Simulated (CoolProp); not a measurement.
The fluid at 293.15 K and 1.19 MPa (liquid) is heated at constant pressure to 358.8 K. The same conditions are run with several fluids, on thermodynamics alone (safety and materials aside).

Model: reference Helmholtz-energy equation of state of each fluid (n-perfluorohexane: Gao 2022; propane: Lemmon 2009; C3F8 (R218): Lemmon 2006; trans-2-butene: Lemmon 2005; R245ca: Zhou 2016), in CoolProp.

Problem. Rank n-perfluorohexane, propane, C3F8 (R218), trans-2-butene, R245ca by heat (kJ/kg), highest first.

Solution. propane (466), trans-2-butene (164), C3F8 (R218) (135), R245ca (93.7), n-perfluorohexane (71.4)

| fluid | final phase | final density (kg/m³) |
|---|---|---|
| n-perfluorohexane | liquid | 1490 |
| propane | gas | 19.9 |
| C3F8 (R218) | gas | 87.7 |
| trans-2-butene | liquid | 516 |
| R245ca | liquid | 1220 |
